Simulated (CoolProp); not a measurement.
Carbonyl sulfide along the isotherm 25.85 °C: Z from the reference equation and from simpler models built on Tc = 105.6 °C, pc = 6369 kPa, ω = 0.098; each cubic takes its own stable root.

Values from CoolProp's reference Helmholtz-energy equation of state, Lemmon 2006. It is a short technical equation, of lower accuracy than the large ones.

| p (kPa) | phase | reference |
|---|---|---|
| 3120 | liquid | 0.07574 |
| 6250 | liquid | 0.1499 |
| 9380 | liquid | 0.2226 |
| 12500 | liquid | 0.2939 |
| 15600 | liquid | 0.3636 |
| 18800 | liquid | 0.4345 |
| 21900 | liquid | 0.5024 |
| 25000 | liquid | 0.5695 |
| 28100 | liquid | 0.6360 |
| 31200 | liquid | 0.7018 |
| 34400 | liquid | 0.7691 |
| 37500 | liquid | 0.8338 |
| 40600 | liquid | 0.8979 |
| 43800 | liquid | 0.9636 |
| 46900 | liquid | 1.027 |
| 50000 | liquid | 1.090 |

How far does each simpler model (van der Waals, Peng-Robinson) lie from the reference over these 16 states: mean and median of the absolute difference, and the worst?


- van der Waals: mean 46.1 %, median 44.8 %, worst +55.3 % at 25.85 °C and 3120 kPa
- Peng-Robinson: mean 6.6 %, median 6.8 %, worst -7.5 % at 25.85 °C and 50000 kPa
